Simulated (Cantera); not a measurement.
Charge: 1 mol Si, 1.1 mol HCl, 2.1 mol H₂, held at 1673 K and 1 atm.

Equilibrium computed with Cantera from the NASA thermochemical tables; the gas is ideal and each condensed phase is pure. Candidate condensed phases: Si; 19 gas species. The tables' values for SiCl₃, SiCl are old estimates; treat these amounts as uncertain. Equilibrium is a limit: real reactors are often held back by kinetics, nucleation or transport.

Base state: H₂ 0.771, HCl 0.131, SiCl₂ 0.0800, SiCl₃ 0.0111, SiHCl₃ 0.00337, SiCl₄ 0.00319, SiH₂Cl₂ 0.000615, H 9.93e-5 (mole fractions); condensed: Si(s).

Problem. What changes in the equilibrium state with this change: temperature from 1673 K to 1250 K?

Solution. 
```
species      before    after
----------  -------  -------
H₂            0.771    0.855
HCl           0.131   0.0503
SiCl₄       0.00319   0.0484
SiCl₂        0.0800  0.00743
SiHCl₃      0.00337   0.0293
SiCl₃        0.0111  0.00709
SiCl        1.20e-5  4.20e-9
Cl          1.32e-5  2.23e-8
Si(s), mol    0.689    0.721
```
The tables' values for SiCl₃ are old estimates; treat these amounts as uncertain.
